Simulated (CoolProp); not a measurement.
Values from CoolProp's reference Helmholtz-energy equation of state, Lemmon 2022.

Task: For R1234yf, give the phase and the cp (kJ/(kg K)), cv (kJ/(kg K)), viscosity (µPa s) at -5.15 °C and 26.8 kPa.

Result: 
- -5.15 °C and 26.8 kPa: gas; cp 0.837, cv 0.761, viscosity 11.1

Viscosity comes from a separate model (Bell 2016), an estimate that may be off by 10 % or more.
